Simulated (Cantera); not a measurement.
**Thermodynamics of carbothermic reduction, feed PbO + CO**

Input: 1 mol PbO, a varied amount of CO, at 1623 K and 10.0 Torr.

Equilibrium computed with Cantera from the NASA thermochemical tables; the gas is ideal and each condensed phase is pure. Candidate condensed phases: C, Pb, PbO, PbO2, Pb3O4; 15 gas species. The numbers say what is thermodynamically allowed, not how fast it happens.

From 1.2 mol CO to 19 mol CO nothing is condensed. The main Pb-bearing gas is Pb throughout.

| n(CO) (mol) | log p CO | log p CO2 | log p Pb | log p PbO | log p Pb2 | log p O2 | log p O |
|---|---|---|---|---|---|---|---|
| 1.2 | -2.89 | -2.22 | -2.22 | -4.15 | -6.38 | -7.80 | -8.62 |
| 3.2 | -2.16 | -2.50 | -2.50 | -5.44 | -6.93 | -9.83 | -9.63 |
| 5.2 | -2.04 | -2.67 | -2.67 | -5.89 | -7.27 | -10.39 | -9.92 |
| 7.2 | -2.00 | -2.79 | -2.79 | -6.18 | -7.51 | -10.73 | -10.08 |
| 9.2 | -1.97 | -2.88 | -2.88 | -6.40 | -7.70 | -10.97 | -10.21 |
| 11 | -1.95 | -2.95 | -2.95 | -6.55 | -7.84 | -11.14 | -10.29 |
| 13 | -1.94 | -3.02 | -3.02 | -6.70 | -7.97 | -11.30 | -10.37 |
| 15 | -1.93 | -3.08 | -3.08 | -6.83 | -8.09 | -11.43 | -10.44 |
| 17 | -1.93 | -3.13 | -3.13 | -6.93 | -8.19 | -11.55 | -10.50 |
| 19 | -1.92 | -3.18 | -3.18 | -7.03 | -8.28 | -11.65 | -10.55 |
log p: log10 of the partial pressure in bar; nothing condenses.
